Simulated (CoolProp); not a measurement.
Computed with CoolProp (reference Helmholtz-energy equation of state, Lemmon 2013).

Question: For propylene, give the phase and the cp (kJ/(kg K)), Prandtl number at 301.85 °C and 0.203 MPa; 301.85 °C and 2.03 MPa; 301.85 °C and 6.4 MPa.

Answer: 
- 301.85 °C and 0.203 MPa: gas; cp 2.50, Prandtl number 0.738
- 301.85 °C and 2.03 MPa: gas; cp 2.55, Prandtl number 0.732
- 301.85 °C and 6.4 MPa: supercritical; cp 2.67, Prandtl number 0.811

Viscosity comes from a separate model (Huber 2003), an estimate that may be off by 10 % or more. Thermal conductivity comes from a separate model (Huber 2003), an estimate that may be off by 10 % or more.
